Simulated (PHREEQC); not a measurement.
A PHREEQC speciation (ion-association model, phreeqc.dat) at 25 °C gives pH 11.23 and these molalities:

| species | mol/kgw |
|---|---|
| Na+ | 0.119 |
| CO3-2 | 0.0417 |
| NaCO3- | 0.0308 |
| OH- | 0.00237 |
| HCO3- | 0.00229 |
| NaHCO3 | 8.48e-5 |

Question: What are the element totals, and what could have been dissolved in 1 kg of water to give them?

Answer: This is not unique; one that fits is totals C(4) 0.0748, Na 0.150 mol/kgw, from 74.8 mmol/kgw Na2CO3.

This is a speciation only: nothing precipitates in the calculation.
